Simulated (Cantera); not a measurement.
Mixture: CO : H2 : CH4 : O2 : N2 : H2O = 1 : 0.046 : 0.031 : 0.713 : 2.64 : 0.76 (molar parts), equivalence ratio 0.82, at 1.00 bar, adiabatic and at constant volume. Ignition delay is the time to a rise of 400 K.

Computed with Cantera and GRI-Mech 3.0 (53 species, 325 reactions). Where the delays flatten at high temperature, the 400 K rule measures the pace of heat release, not the induction time.

Problem. What does this change do: pressure from 1.00 bar to 2.20 bar?

Solution. 
```
quantity           before    after
---------------  --------  -------
delay at 1298 K  0.148 ms  93.4 µs
delay at 1398 K   96.3 µs  50.5 µs
delay at 1498 K   71.3 µs  33.7 µs
delay at 1598 K   57.2 µs  25.2 µs
delay at 1698 K   48.9 µs  20.3 µs
```

Problem. What does this change do: pressure from 1.00 bar to 5.10 bar?

Solution. 
```
quantity           before    after
---------------  --------  -------
delay at 1298 K  0.148 ms  79.2 µs
delay at 1398 K   96.3 µs  32.5 µs
delay at 1498 K   71.3 µs  17.9 µs
delay at 1598 K   57.2 µs  11.9 µs
delay at 1698 K   48.9 µs  8.81 µs
```
